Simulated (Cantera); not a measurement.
Input (Python, Cantera):

```python
import numpy as np
import cantera as ct

surf = ct.Interface("diamond.yaml", "diamond_100")
gas, bulk = surf.adjacent["gas"], surf.adjacent["diamond"]
k = surf.kinetics_species_index(bulk.species_names[0])
cover = ["c6HH", "c6H*", "c6*H", "c6**", "c6HM", "c6B"]

rows, drift = [], 0.0
print(f"{'xCH3':>10s}{'um/h':>11s}" + "".join(f"{s:>11s}" for s in cover))
for v in [1e-06, 2.2e-06, 4.6e-06, 1e-05, 2.2e-05, 4.7e-05, 0.0001, 0.00022, 0.00047]:
    T, P, xH, xCH3 = 1300, 1700, 0.0028, v
    gas.TPX = T, P, {"H": xH, "CH3": xCH3, "CH4": 0.0076, "H2": 1 - xH - xCH3 - 0.0076}
    surf.TP = bulk.TP = T, P
    surf.coverages = "c6H*:0.1, c6HH:0.9"
    surf.advance_coverages(100.0)
    before = surf.coverages
    surf.advance_coverages(100.0)
    drift = max(drift, np.max(np.abs(surf.coverages - before) / (surf.coverages + 1e-9)))
    rate = surf.net_production_rates[k] * bulk.mean_molecular_weight / bulk.density * 3.6e9
    rows.append([rate, *surf[cover].coverages])
    print(f"{v:10.4g}{rate:11.4e}" + "".join(f"{x:11.3e}" for x in rows[-1][1:]))
```

It prints:

```
      xCH3       um/h       c6HH       c6H*       c6*H       c6**       c6HM        c6B
     1e-06 2.0922e-03  3.944e-01  4.848e-02  5.179e-01  3.915e-02  7.567e-07  5.677e-12
   2.2e-06 4.6024e-03  3.944e-01  4.848e-02  5.179e-01  3.915e-02  1.665e-06  1.249e-11
   4.6e-06 9.6218e-03  3.944e-01  4.848e-02  5.179e-01  3.914e-02  3.481e-06  2.611e-11
     1e-05 2.0910e-02  3.944e-01  4.847e-02  5.179e-01  3.913e-02  7.565e-06  5.674e-11
   2.2e-05 4.5967e-02  3.944e-01  4.847e-02  5.179e-01  3.910e-02  1.664e-05  1.247e-10
   4.7e-05 9.8047e-02  3.944e-01  4.847e-02  5.178e-01  3.903e-02  3.552e-05  2.661e-10
    0.0001 2.0791e-01  3.943e-01  4.846e-02  5.177e-01  3.889e-02  7.547e-05  5.642e-10
   0.00022 4.5399e-01  3.942e-01  4.843e-02  5.175e-01  3.858e-02  1.655e-04  1.232e-09
   0.00047 9.5500e-01  3.940e-01  4.838e-02  5.169e-01  3.795e-02  3.514e-04  2.591e-09
```

Cantera simulation using the Harris–Goodwin 1993 mechanism for the reconstructed diamond (100) surface; the numbers are that mechanism's predictions, not measurements.
